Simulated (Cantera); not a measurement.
**Ignition delay**

Mixture: CH₄ : CO : O₂ : N₂ = 1 : 0.065 : 1.2 : 9.7 (molar parts), at 1.00 atm, adiabatic and at constant volume. Ignition delay is the time to a rise of 400 K.

Cantera simulation using GRI-Mech 3.0 (53 species, 325 reactions); the numbers are that mechanism's predictions, not measurements.

```json
[
 {"T0 (K)": "1225", "delay (ms)": "91.3"},
 {"T0 (K)": "1275", "delay (ms)": "45.4"},
 {"T0 (K)": "1325", "delay (ms)": "23.2"},
 {"T0 (K)": "1375", "delay (ms)": "12.1"},
 {"T0 (K)": "1425", "delay (ms)": "6.50"},
 {"T0 (K)": "1475", "delay (ms)": "3.59"},
 {"T0 (K)": "1525", "delay (ms)": "2.05"},
 {"T0 (K)": "1575", "delay (ms)": "1.22"},
 {"T0 (K)": "1625", "delay (ms)": "0.753"}
]
```

apparent activation energy between 1525 and 1625 K: 210 kJ/mol
